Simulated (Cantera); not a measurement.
N2O furnace oxynitridation

An isothermal, constant-pressure homogeneous reactor starts with 46.4 % N₂O, 2.51 % H₂, 51.1 % N₂, at 1500 K and 1.38 atm.

Cantera simulation using GRI-Mech 3.0 (53 species, 325 reactions); the numbers are that mechanism's predictions, not measurements. GRI-Mech 3.0 was tuned for natural gas; its chemistry of N2O as a main component is partial and can be far from experiment. The temperature is held fixed by assumption; the heat of reaction is taken as removed at once.

| t (s) | x N₂O | x H₂ | x HO₂ | x H₂O | x N₂ |
|---|---|---|---|---|---|
| 3.00e-5 | 0.458 | 0.0201 | 1.08e-5 | 0.00472 | 0.516 |
| 7.44e-5 | 0.446 | 0.0101 | 1.31e-5 | 0.0147 | 0.527 |
| 0.000185 | 0.433 | 0.00175 | 1.30e-5 | 0.0231 | 0.538 |
| 0.000458 | 0.419 | 8.21e-5 | 9.16e-6 | 0.0247 | 0.545 |
| 0.00114 | 0.392 | 1.85e-6 | 6.44e-6 | 0.0245 | 0.560 |
| 0.00282 | 0.334 | 1.51e-6 | 3.81e-6 | 0.0239 | 0.590 |
| 0.00698 | 0.231 | 1.36e-6 | 1.96e-6 | 0.0228 | 0.644 |
| 0.0173 | 0.105 | 1.12e-6 | 9.44e-7 | 0.0216 | 0.711 |
| 0.0430 | 0.0231 | 5.39e-7 | 4.12e-7 | 0.0207 | 0.756 |
| 0.107 | 0.00126 | 1.27e-7 | 1.19e-7 | 0.0206 | 0.769 |
| 0.264 | 2.73e-6 | 8.55e-8 | 7.46e-8 | 0.0205 | 0.770 |
| 0.655 | 1.14e-6 | 8.54e-8 | 7.45e-8 | 0.0205 | 0.770 |
| 1.63 | 1.13e-6 | 8.54e-8 | 7.45e-8 | 0.0205 | 0.770 |
| 4.03 | 1.13e-6 | 8.53e-8 | 7.46e-8 | 0.0205 | 0.770 |
| 10.0 | 1.10e-6 | 8.53e-8 | 7.47e-8 | 0.0205 | 0.770 |
x: mole fraction; the columns are a selection and need not sum to one.

Equilibrium at this temperature and pressure: N₂O 8.36e-8, H₂ 7.80e-8, HO₂ 8.50e-8, H₂O 0.0205, N₂ 0.799 (gas phase only).
